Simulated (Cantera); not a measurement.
What does this Cantera script print?

```python
import numpy as np
import cantera as ct

gas_names = """
    N NO2
""".split()
cond_names = """
    V2O5(s) V2O5(L) V2O3(s) V2O3(L)
""".split()


# ... load() reads the species with a 1 bar reference pressure and builds the phases ...
species = {s.name: s for s in load("nasa_gas.yaml", gas_names) + load("nasa_condensed.yaml", cond_names)}
# Each term lists the table entries of one substance; the one whose range holds T is used.
reactions = {
    'V2O5 + N(g) = NO2(g) + V2O3':
        [(-1, ['V2O5(s)', 'V2O5(L)']), (-1, ['N']), (1, ['NO2']), (1, ['V2O3(s)', 'V2O3(L)'])],
}


def pick(names, T):
    return next(species[n] for n in names if species[n].thermo.min_temp <= T <= species[n].thermo.max_temp)


results = []
for label, terms in reactions.items():
    print(label)
    print("     T/K   dH/kJ  dS/(J/K)   dG/kJ   log10 K")
    for T in [648, 848, 1048, 1248, 1448, 1648, 1848, 2048]:
        used = [(nu, pick(names, T)) for nu, names in terms]
        dH = sum(nu * s.thermo.h(T) for nu, s in used) / 1e6
        dS = sum(nu * s.thermo.s(T) for nu, s in used) / 1e3
        dG = dH - T * dS / 1e3
        logK = -dG * 1e6 / (ct.gas_constant * T * np.log(10))
        results.append((label, T, dH, dS, dG, logK, [s.name for _, s in used]))
        print(f"{T:8g} {dH:8.1f} {dS:8.1f} {dG:8.1f} {logK:8.2f}")
```

Result:

```
V2O5 + N(g) = NO2(g) + V2O3
     T/K   dH/kJ  dS/(J/K)   dG/kJ   log10 K
     648   -111.6     43.8   -140.0    11.28
     848   -114.6     39.8   -148.3     9.14
    1048   -182.7    -32.4   -148.7     7.41
    1248   -185.7    -35.1   -142.0     5.94
    1448   -187.3    -36.3   -134.8     4.86
    1648   -187.5    -36.4   -127.5     4.04
    1848   -186.1    -35.6   -120.3     3.40
    2048   -183.3    -34.1   -113.3     2.89
```

Standard-state values (1 bar) from the NASA 1993 polynomials, evaluated with Cantera. Condensed species are held in their standard states even where they would react or evaporate.
